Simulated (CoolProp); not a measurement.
Hydrogen sulfide along the isotherm 142.95 °C: Z from the reference equation and from simpler models built on Tc = 100.0 °C, pc = 89.99 bar, ω = 0.101; each cubic takes its own stable root.

The numbers come from the reference Helmholtz-energy equation of state, Lemmon 2006 in CoolProp. It is a short technical equation, of lower accuracy than the large ones.

```
p (bar)          phase  reference
-------  -------------  ---------
90       supercritical     0.7162
180      supercritical     0.4228
270      supercritical     0.4834
360      supercritical     0.5827
450      supercritical     0.6849
540      supercritical     0.7864
630      supercritical     0.8864
720      supercritical     0.9849
810      supercritical      1.082
900      supercritical      1.177
```

### Question
How far does each simpler model (van der Waals, Redlich-Kwong, Soave-Redlich-Kwong, Peng-Robinson) lie from the reference over these 10 states: mean and median of the absolute difference, and the worst?

### Answer
- van der Waals: mean 23.1 %, median 27.2 %, worst +29.9 % at 142.95 °C and 900 bar
- Redlich-Kwong: mean 3.8 %, median 3.2 %, worst +7.2 % at 142.95 °C and 270 bar
- Soave-Redlich-Kwong: mean 5.1 %, median 4.1 %, worst +11.6 % at 142.95 °C and 180 bar
- Peng-Robinson: mean 4.7 %, median 4.9 %, worst -7.6 % at 142.95 °C and 900 bar
